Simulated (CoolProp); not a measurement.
Sulfur dioxide at 298.15 K and 0.265 MPa is compressed adiabatically to 0.433 MPa with isentropic efficiency 0.7. Each further row changes one setting.

Values from CoolProp's reference Helmholtz-energy equation of state, Gao 2016.

| case | work (kJ/kg) | final temperature (K) | final density (kg/m³) |
|---|---|---|---|
| as stated | ? | ? | ? |
| efficiency 1 | ? | ? | 10.6 |
| efficiency 0.65 | 29.3 | 344.7 | 10.1 |

**Question.** Complete the blanks.

**Answer.** 
- as stated, work (kJ/kg): 27.2
- as stated, final temperature (K): 341.8
- as stated, final density (kg/m³): 10.2
- efficiency 1, work (kJ/kg): 19.0
- efficiency 1, final temperature (K): 330.4
